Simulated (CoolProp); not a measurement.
Properties of sulfur dioxide at several states.

The numbers come from the reference Helmholtz-energy equation of state, Gao 2016 in CoolProp.

```tsv
T (°C)	p (MPa)	phase	cv (kJ/(kg K))	speed of sound (m/s)	Joule-Thomson coefficient (K/MPa)
166.15	3.98	gas	0.6542	235.4	11.87
243.45	22.9	supercritical	0.7471	312.8	2.432
-1.25	35	liquid	0.8177	1133	-0.2988
239.85	0.0874	gas	0.6031	284.1	7.966
```
